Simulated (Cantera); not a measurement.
Equilibrium for hydrogen reduction and annealing atmospheres: Fe3O4 + H2 + N2

Input: 1 mol Fe3O4, 7.5 mol H2, 19 mol N2, equilibrated at 1700 K and 130000 Pa.

Cantera equilibrium calculation (NASA polynomials, part measured and part estimated; ideal gas, pure solids and liquids). Candidate condensed phases: Fe, FeO, Fe(OH)2, Fe(OH)3, Fe2O3, Fe3O4, H2O; 27 gas species. Mutual solubility and eutectic melting of coexisting phases are not modelled. The tables' stoichiometric FeO is somewhat more stable than real wüstite, so its field is too wide. FeO: taken at fixed stoichiometry. Rates play no part.

```
Quantity       Result
----------  ---------
x(N2)           0.717
x(H2)           0.193
x(H2O)         0.0903
x(H)          5.67e-5
x(Fe(OH)2)    7.16e-6
x(Fe)         4.84e-6
x(NH3)        3.39e-6
x(OH)         1.37e-6
n(Fe(δ))     1.39 mol
n(FeO(l))    1.61 mol
gas amount  26.50 mol
```
